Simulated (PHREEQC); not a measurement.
## Nickel, zinc or cadmium bath

A solution holds 0.0069 mol ZnCl2 and 0.00018 mol NiCl2 per kg of water, at 20 °C. Closed to the air; pH follows from the charge balance.

Computed with PHREEQC (ion-association model, wateq4f.dat).

```yaml
pH: 5.67
ionic_strength: 0.0210 mol/kgw
```

| species | molality | activity | log γ |
|---|---|---|---|
| Cl- | 0.0140 | 0.0121 | -0.063 |
| Zn+2 | 0.00678 | 0.00401 | -0.228 |
| Ni+2 | 0.000176 | 0.000101 | -0.243 |
| ZnCl+ | 0.000121 | 0.000105 | -0.062 |
| NiCl+ | 3.54e-6 | 3.07e-6 | -0.061 |
| H+ | 2.40e-6 | 2.13e-6 | -0.051 |
| ZnOH+ | 1.61e-6 | 1.40e-6 | -0.061 |
| ZnCl2 | 1.30e-6 | 1.31e-6 | 0.002 |
| ZnOHCl | 7.53e-7 | 7.57e-7 | 0.002 |
| NiCl2 | 1.35e-7 | 1.36e-7 | 0.002 |
| ZnCl3- | 1.99e-8 | 1.73e-8 | -0.062 |
| Zn(OH)2 | 1.11e-8 | 1.11e-8 | 0.002 |
| NiOH+ | 5.25e-9 | 4.56e-9 | -0.061 |
| OH- | 3.68e-9 | 3.19e-9 | -0.063 |

No solid was allowed to form.
